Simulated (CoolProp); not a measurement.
Saturation properties of isobutene (Tc = 418.1 K, pc = 4.016 MPa, ω = 0.193).

Computed with CoolProp (reference Helmholtz-energy equation of state, Lemmon 2005). It is a short technical equation, of lower accuracy than the large ones.

```csv
T (K),p (MPa),vapour density (kg/m³),enthalpy of vaporisation (kJ/kg),liquid cp (kJ/(kg K))
226.3,0.01542,0.4655,427.0,2.079
238.9,0.03027,0.8715,416.3,2.120
251.4,0.05471,1.511,405.2,2.165
264,0.09309,2.480,393.7,2.215
276.6,0.1499,3.872,381.5,2.270
289.2,0.2304,5.805,368.6,2.331
301.7,0.3391,8.390,354.9,2.397
314.3,0.4840,11.83,340.0,2.473
326.9,0.6707,16.32,323.7,2.559
339.5,0.9061,22.13,305.8,2.661
352.1,1.197,29.65,285.7,2.785
```

It boils at 266.1 K under 1 atm.
